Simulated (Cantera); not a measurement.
Cantera run:

```python
import numpy as np
import cantera as ct

gas_names = """
    C CH CH2 CH3 CH2OH CH3O CH4 CH3OH CO CO2 COOH C2 C2H CHCO,ketyl C2H2,acetylene C2H2,vinylidene
    CH2CO,ketene C2H3,vinyl CH3CO,acetyl C2H4 C2H4O,ethylen CH3CHO,ethanal CH3COOH (HCOOH)2 C2H5 C2H6
    CH3OCH3 C2H5OH C2O C3 C3H3,propargyl C3H4,allene C3H4,propyne C3H4,cyclo- C3H5,allyl C3H6,propylene
    C3H6,cyclo- C3H6O C3H7,n-propyl C3H7,i-propyl C3H8 C3H8O,1propanol C3H8O,2propanol C3O2 C4 C4H2
    C4H4,1,3-cyclo- C4H6,butadiene C4H6,2-butyne C4H6,cyclo- C4H8,1-butene C4H8,cis2-buten
    C4H8,tr2-butene C4H8,isobutene C4H8,cyclo- (CH3COOH)2 C4H9,n-butyl C4H9,i-butyl C4H9,s-butyl
    C4H9,t-butyl C4H10,isobutane C4H10,n-butane C5 C5H6,1,3cyclo- C5H8,cyclo- C5H10,1-pentene
    C5H10,cyclo- C5H11,pentyl C5H11,t-pentyl C5H12,n-pentane C5H12,i-pentane CH3C(CH3)2CH3 C6H2
    C6H5,phenyl C6H5O,phenoxy C6H6 C6H5OH,phenol C6H10,cyclo- C6H12,1-hexene C6H12,cyclo- C6H13,n-hexyl
    C7H7,benzyl C7H8 C7H8O,cresol C7H14,1-heptene C7H15,n-heptyl C7H16,n-heptane C8H8,styrene
    C8H10,ethylbenz C8H16,1-octene C8H17,n-octyl C8H18,isooctane C8H18,n-octane C9H19,n-nonyl
    C10H8,naphthale C10H21,n-decyl C12H9,o-bipheny C12H10,bipheny H HCO HO2 H2 HCHO,formaldehy HCOOH H2O
    H2O2 O OH O2 O3 Si SiC SiC2 SiC4H12 SiH SiH2 SiH3 SiH4 SiO SiO2 Si2 Si2C Si3
""".split()
cond_names = """
    C(gr) C6H6(L) C7H8(L) C8H18(L),n-octa H2O(s) H2O(L) Si(cr) Si(L) SiC(b) SiO2(Lqz) SiO2(hqz) SiO2(L)
""".split()


def load(file, names, dense=False):
    # The tables refer to 1 bar. Condensed volumes are neglected.
    table = {s.name: s for s in ct.Species.list_from_file(file)}
    out = []
    for n in names:
        d = dict(table[n].input_data)
        d["thermo"] = dict(d["thermo"], **{"reference-pressure": 1e5})
        if dense:
            d["equation-of-state"] = {"model": "constant-volume", "density": "1e6 g/cm^3"}
        out.append(ct.Species.from_dict(d))
    return out


gas = ct.Solution(thermo="ideal-gas", species=load("nasa_gas.yaml", gas_names))
cond = {s.name: ct.Solution(thermo="fixed-stoichiometry", species=[s], name=s.name)
        for s in load("nasa_condensed.yaml", cond_names, dense=True)}
atoms = {
    'Si': {'Si': 1},
    'CO2': {'C': 1, 'O': 2},
    'H2': {'H': 2},
}
top_T = {'C(gr)': 4500, 'SiC(b)': 3050}  # K; cautious upper limits of use, not melting points


def equilibrate(T, P, feed):
    n = {}
    for name, mol in feed.items():
        for a, k in atoms[name].items():
            n[a] = n.get(a, 0.0) + k * mol
    gas.TPX = T, P, n
    mass = sum(n.values()) * gas.mean_molecular_weight
    gas.equilibrate("TP")
    valid = [c for c in cond.values() if c.min_temp <= T <= top_T.get(c.name, c.max_temp)]
    mix = ct.Mixture([(gas, mass / gas.mean_molecular_weight)] + [(c, 0.0) for c in valid])
    mix.T, mix.P = T, P
    mix.equilibrate("TP", solver="vcs", rtol=1e-11, max_steps=5000)
    return mix


results = []
T = 2098.15  # K
P = 920  # Pa
for m in [0.12, 0.32, 0.52, 0.72, 0.93, 1.1, 1.3, 1.5, 1.7, 1.9, 2.1]:
    feed = {'Si': 1, 'CO2': m, 'H2': 580}  # mol
    mix = equilibrate(T, P, feed)
    results.append((T, P, feed, dict(zip(mix.species_names, mix.species_moles))))
    x = sorted(zip(gas.X, gas.species_names), reverse=True)
    print(f"T = {T:g} K  P = {P:g} Pa  n(CO2) = {m:g} mol  gas = {mix.phase_moles(0):.4g} mol")
    print("   x: " + "  ".join(f"{s} {v:.3e}" for v, s in x if v > 0.001))
    print("   condensed (mol): " + ("  ".join(f"{mix.phase(i).name} {mix.phase_moles(i):.4g}"
          for i in range(1, mix.n_phases) if mix.phase_moles(i) > 1e-12) or "none"))
```

Output:

```
T = 2098.15 K  P = 920 Pa  n(CO2) = 0.12 mol  gas = 590.4 mol
   x: H2 9.665e-01  H 3.157e-02  Si 1.394e-03
   condensed (mol): none
T = 2098.15 K  P = 920 Pa  n(CO2) = 0.32 mol  gas = 590.6 mol
   x: H2 9.662e-01  H 3.157e-02  Si 1.079e-03
   condensed (mol): none
T = 2098.15 K  P = 920 Pa  n(CO2) = 0.52 mol  gas = 590.8 mol
   x: H2 9.659e-01  H 3.156e-02
   condensed (mol): none
T = 2098.15 K  P = 920 Pa  n(CO2) = 0.72 mol  gas = 591 mol
   x: H2 9.655e-01  H 3.155e-02  SiO 1.218e-03  CO 1.218e-03
   condensed (mol): none
T = 2098.15 K  P = 920 Pa  n(CO2) = 0.93 mol  gas = 591.3 mol
   x: H2 9.652e-01  H 3.155e-02  CO 1.573e-03  SiO 1.572e-03
   condensed (mol): none
T = 2098.15 K  P = 920 Pa  n(CO2) = 1.1 mol  gas = 591.4 mol
   x: H2 9.647e-01  H 3.154e-02  CO 1.860e-03  SiO 1.690e-03
   condensed (mol): none
T = 2098.15 K  P = 920 Pa  n(CO2) = 1.3 mol  gas = 591.6 mol
   x: H2 9.641e-01  H 3.153e-02  CO 2.197e-03  SiO 1.690e-03
   condensed (mol): none
T = 2098.15 K  P = 920 Pa  n(CO2) = 1.5 mol  gas = 591.8 mol
   x: H2 9.634e-01  H 3.152e-02  CO 2.534e-03  SiO 1.690e-03
   condensed (mol): none
T = 2098.15 K  P = 920 Pa  n(CO2) = 1.7 mol  gas = 592 mol
   x: H2 9.627e-01  H 3.151e-02  CO 2.871e-03  SiO 1.689e-03  H2O 1.177e-03
   condensed (mol): none
T = 2098.15 K  P = 920 Pa  n(CO2) = 1.9 mol  gas = 592.2 mol
   x: H2 9.621e-01  H 3.150e-02  CO 3.207e-03  SiO 1.688e-03  H2O 1.513e-03
   condensed (mol): none
T = 2098.15 K  P = 920 Pa  n(CO2) = 2.1 mol  gas = 592.4 mol
   x: H2 9.614e-01  H 3.149e-02  CO 3.543e-03  H2O 1.848e-03  SiO 1.688e-03
   condensed (mol): none
```

Cantera equilibrium calculation (NASA polynomials, part measured and part estimated; ideal gas, pure solids and liquids). Gases not in the tables: Si2H6 and higher silanes.
